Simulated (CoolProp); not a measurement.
A Linde-Hampson liquefier for dry air: isothermal reversible compression at 230 K from 1 atm to 20 MPa, throttling to 1 atm, return gas leaving the recuperator 0 K below the feed. Each further row changes one setting.

Computed with CoolProp (reference Helmholtz-energy equation of state, Lemmon 2000). It is a pseudo-pure fit of the blend.

| case | liquid yield per pass | compression work (kJ/kg of gas) |
|---|---|---|
| as stated | 0.174 | 337 |
| high pressure 40 MPa | 0.210 | 384 |
| warm-end temperature 260 K | 0.123 | 388 |
| warm-end gap 5 K | 0.162 | 337 |
